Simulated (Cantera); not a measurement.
**PbO + H₂ (hydrogen reduction and annealing atmospheres)**

Feed: 1 mol PbO, 54 mol H₂, held at 39.0 Torr.

Equilibrium computed with Cantera from the NASA thermochemical tables; the gas is ideal and each condensed phase is pure. Candidate condensed phases: H₂O, Pb, PbO, PbO₂, Pb₃O₄; 12 gas species. Equilibrium is a limit: real reactors are often held back by kinetics, nucleation or transport.

From 875 °C to 925 °C the condensed part is Pb(l). From 975 °C to 1375 °C nothing is condensed. The main Pb-bearing gas is Pb throughout.

| T (°C) | x H₂ | x H₂O | x Pb | x H | x Pb₂ | x OH | x PbO | n Pb(l) |
|---|---|---|---|---|---|---|---|---|
| 875 | 0.976 | 0.0184 | 0.00539 | 3.10e-7 | 1.15e-7 | 3.50e-11 | 1.88e-9 | 0.707 |
| 925 | 0.970 | 0.0183 | 0.0120 | 8.21e-7 | 4.38e-7 | 1.22e-10 | 7.16e-9 | 0.344 |
| 975 | 0.964 | 0.0182 | 0.0182 | 2.01e-6 | 7.88e-7 | 3.87e-10 | 1.78e-8 | 0 |
| 1025 | 0.964 | 0.0182 | 0.0182 | 4.61e-6 | 6.29e-7 | 1.13e-9 | 2.81e-8 | 0 |
| 1075 | 0.964 | 0.0182 | 0.0182 | 9.96e-6 | 5.10e-7 | 3.03e-9 | 4.29e-8 | 0 |
| 1125 | 0.964 | 0.0182 | 0.0182 | 2.04e-5 | 4.20e-7 | 7.58e-9 | 6.37e-8 | 0 |
| 1175 | 0.964 | 0.0182 | 0.0182 | 3.97e-5 | 3.50e-7 | 1.78e-8 | 9.19e-8 | 0 |
| 1225 | 0.964 | 0.0182 | 0.0182 | 7.40e-5 | 2.95e-7 | 3.96e-8 | 1.29e-7 | 0 |
| 1275 | 0.964 | 0.0182 | 0.0182 | 0.000133 | 2.52e-7 | 8.35e-8 | 1.78e-7 | 0 |
| 1325 | 0.963 | 0.0182 | 0.0182 | 0.000229 | 2.17e-7 | 1.68e-7 | 2.41e-7 | 0 |
| 1375 | 0.963 | 0.0182 | 0.0182 | 0.000383 | 1.88e-7 | 3.25e-7 | 3.20e-7 | 0 |
x: gas mole fraction; n: condensed amount in mol.
